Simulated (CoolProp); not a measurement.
Water at 298.15 K and 0.651 MPa flows at 0.12 m/s in a round tube of 100 mm bore and 15 µm roughness, fully developed (64/Re and Nu = 3.66 if laminar; Colebrook and Gnielinski if turbulent). Each further row changes one setting.

Values from CoolProp's reference Helmholtz-energy equation of state, Wagner 2002.

```json
[
 {"case": "as stated", "Reynolds number": "13400", "Darcy friction factor": "0.0289", "pressure drop (Pa/m)": "2.07", "heat-transfer coefficient (W/(m² K))": "598", "mass flow (kg/h)": "3380"},
 {"case": "velocity 0.24 m/s", "Reynolds number": "26900", "Darcy friction factor": "0.0245", "pressure drop (Pa/m)": "7.03", "heat-transfer coefficient (W/(m² K))": "1110", "mass flow (kg/h)": "6770"},
 {"case": "diameter 200 mm", "Reynolds number": "26900", "Darcy friction factor": "0.0243", "pressure drop (Pa/m)": "0.872", "heat-transfer coefficient (W/(m² K))": "553", "mass flow (kg/h)": "13500"}
]
```

Viscosity comes from a separate model (Huber 2009). Thermal conductivity comes from a separate model (Huber 2012).
